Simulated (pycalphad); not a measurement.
Computed with pycalphad from the COST 507 light-alloy database (1999), at 1 atm. The data set is of 1999 and partly superseded. Phase fractions are per mole of atoms.

Problem. Give the equilibrium state of Sn-28.7Si (at.%) at 1150 K.

Solution. liquid, fraction 0.722, with 1.3 Si at.%; diamond (Si), fraction 0.278, with >99.99 Si at.%.
